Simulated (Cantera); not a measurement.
A closed system holds: 1 mol CH3SiH3, 0.0061 mol C2H2, 1300 mol H2, held at 925 °C and 0.100 bar.

Equilibrium computed with Cantera from the NASA thermochemical tables; the gas is ideal and each condensed phase is pure. Candidate condensed phases: C, C6H6, C7H8, C8H18, Si, SiC; 87 gas species. The feed counts by its element totals alone. The numbers say what is thermodynamically allowed, not how fast it happens.

Base state: H2 1.000 (mole fractions); condensed: SiC(s).

### Question
What changes in the equilibrium state with this change: temperature from 925 °C to 2127 °C?

### Answer
```json
[
 {"species": "H2", "before": "1.000", "after": "0.950"},
 {"species": "H", "before": "6.03e-7", "after": "0.0490"},
 {"species": "Si", "before": "<1e-9", "after": "0.000653"},
 {"species": "C2H2 (acetylene)", "before": "<1e-9", "after": "0.000365"},
 {"species": "SiH", "before": "<1e-9", "after": "6.22e-5"},
 {"species": "SiC(s), mol", "before": "1.000", "after": "0"}
]
```
Gases not in the tables: Si2H6 and higher silanes.
